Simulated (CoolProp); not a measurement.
Saturation properties of ethanol (Tc = 241.6 °C, pc = 62.68 bar, ω = 0.644).

Model: reference Helmholtz-energy equation of state, Schroeder 2014, in CoolProp.

| T (°C) | p (bar) | vapour density (kg/m³) | liquid cp (kJ/(kg K)) | surface tension (mN/m) | liquid viscosity (µPa s) | liquid conductivity (mW/(m K)) |
|---|---|---|---|---|---|---|
| 35.15 | 0.1386 | ___ | 2.517 | 20.9 | 894 | ___ |
| 51.05 | 0.3092 | 0.5363 | 2.659 | 19.4 | 677 | 159 |
| 67.05 | 0.6357 | 1.061 | 2.814 | 17.8 | 523 | 156 |
| 82.95 | 1.208 | 1.951 | 2.980 | 16.2 | 412 | 154 |
| 98.85 | 2.155 | 3.390 | 3.160 | 14.7 | 330 | 151 |
| 114.75 | ___ | 5.612 | ___ | ___ | ___ | 149 |
| 130.65 | 5.841 | 8.918 | 3.568 | ___ | 217 | 146 |
| 146.65 | 9.017 | 13.73 | 3.787 | 9.93 | 177 | ___ |

Question: Complete the blanks.

Answer: 
- 35.15, vapour density (kg/m³): 0.2512
- 35.15, liquid conductivity (mW/(m K)): 162
- 114.75, p (bar): 3.635
- 114.75, liquid cp (kJ/(kg K)): 3.357
- 114.75, surface tension (mN/m): 13.1
- 114.75, liquid viscosity (µPa s): 267
- 130.65, surface tension (mN/m): 11.5
- 146.65, liquid conductivity (mW/(m K)): 143

It boils at 78.4 °C under 1 atm.

Viscosity comes from a separate model (Kiselev 2005). Thermal conductivity comes from a separate model (Assael 2013). Surface tension comes from a separate correlation (Mulero 2012).
